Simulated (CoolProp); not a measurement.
Saturated liquid density (kg/m³) of octamethylcyclotetrasiloxane (D4): the reference equation beside estimates from Tc = 586.5 K, pc = 13.47 bar, ω = 0.598. Rackett uses Z = 0.29056 − 0.08775 ω.

Values from CoolProp's reference Helmholtz-energy equation of state, Thol 2015.

```
T (K)  reference  Rackett  van der Waals  Redlich-Kwong  Soave-Redlich-Kwong  Peng-Robinson
-----  ---------  -------  -------------  -------------  -------------------  -------------
446.2      769.1    893.3          441.4          631.0                696.9          788.9
452.8      759.9    881.7          436.1          621.6                687.6          778.6
459.4      750.4    869.9          430.7          611.8                677.9          767.9
466        740.7    857.8          425.1          601.8                667.8          756.7
472.6      730.8    845.4          419.4          591.4                657.3          744.9
479.2      720.6    832.6          413.4          580.8                646.2          732.6
485.8      710.1    819.5          407.3          569.7                634.7          719.6
492.4      699.3    806.0          401.0          558.3                622.5          706.0
499        688.1    792.0          394.4          546.5                609.8          691.6
```

Absolute difference from the reference over all 9 rows, mean and median: Rackett 15.7 and 15.7 %, van der Waals 42.6 and 42.6 %, Redlich-Kwong 19.2 and 19.1 %, Soave-Redlich-Kwong 10.2 and 10.1 %, Peng-Robinson 1.8 and 1.9 %.
